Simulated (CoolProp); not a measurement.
n-perfluoropentane at 293.15 K and 0.0237 MPa is compressed adiabatically to 0.0391 MPa with isentropic efficiency 0.7. Each further row changes one setting.

The numbers come from the reference Helmholtz-energy equation of state, Gao 2022 in CoolProp.

```
case             work (kJ/kg)  final temperature (K)  final density (kg/m³)
---------------  ------------  ---------------------  ---------------------
as stated                6.00                    ___                   4.60
efficiency 1              ___                    ___                    ___
efficiency 0.65          6.46                    ___                    ___
```

Task: Complete the blanks.

Result: 
- as stated, final temperature (K): 300.9
- efficiency 1, work (kJ/kg): 4.20
- efficiency 1, final temperature (K): 298.7
- efficiency 1, final density (kg/m³): 4.64
- efficiency 0.65, final temperature (K): 301.5
- efficiency 0.65, final density (kg/m³): 4.59
